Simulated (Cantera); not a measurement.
An isothermal, constant-pressure homogeneous reactor starts with CH4 : CO2 : H2 = 1 : 1.8 : 0.062 (molar parts), at 1350 K and 1.00 bar. Integrator tolerance rtol = 1e-08.

Cantera simulation using GRI-Mech 3.0 (53 species, 325 reactions); the numbers are that mechanism's predictions, not measurements.

Q: What does this change do: pressure from 1.00 bar to 2.10 bar?

A: 
| quantity | before | after |
|---|---|---|
| x(CH4) at 2.00 s | 0.315 (gas-phase equilibrium 6.37e-6) | 0.297 (gas-phase equilibrium 2.81e-5) |
| x(CO2) at 2.00 s | 0.600 (gas-phase equilibrium 0.0718) | 0.582 (gas-phase equilibrium 0.0718) |
| x(H2) at 2.00 s | 0.0439 (gas-phase equilibrium 0.331) | 0.0515 (gas-phase equilibrium 0.331) |
| x(CH2CO) at 2.00 s | 5.44e-7 (gas-phase equilibrium 4.79e-11) | 1.04e-6 (gas-phase equilibrium 2.11e-10) |
| x(OH) at 2.00 s | 1.70e-9 (gas-phase equilibrium 6.28e-9) | 1.83e-9 (gas-phase equilibrium 4.33e-9) |
| x(HO2) at 2.00 s | <1e-12 (gas-phase equilibrium <1e-12) | <1e-12 (gas-phase equilibrium <1e-12) |
| x(H2O) at 2.00 s | 0.0139 (gas-phase equilibrium 0.0927) | 0.0244 (gas-phase equilibrium 0.0928) |

Q: What does this change do: CH4 1 to 2 parts?

A: 
| quantity | before | after |
|---|---|---|
| x(CH4) at 2.00 s | 0.315 (gas-phase equilibrium 6.37e-6) | 0.458 (gas-phase equilibrium 0.0261) |
| x(CO2) at 2.00 s | 0.600 (gas-phase equilibrium 0.0718) | 0.439 (gas-phase equilibrium 3.52e-5) |
| x(H2) at 2.00 s | 0.0439 (gas-phase equilibrium 0.331) | 0.0615 (gas-phase equilibrium 0.491) |
| x(CH2CO) at 2.00 s | 5.44e-7 (gas-phase equilibrium 4.79e-11) | 4.64e-7 (gas-phase equilibrium 1.27e-7) |
| x(OH) at 2.00 s | 1.70e-9 (gas-phase equilibrium 6.28e-9) | 9.95e-10 (gas-phase equilibrium 3.92e-12) |
| x(HO2) at 2.00 s | <1e-12 (gas-phase equilibrium <1e-12) | <1e-12 (gas-phase equilibrium <1e-12) |
| x(H2O) at 2.00 s | 0.0139 (gas-phase equilibrium 0.0927) | 0.0101 (gas-phase equilibrium 7.05e-5) |
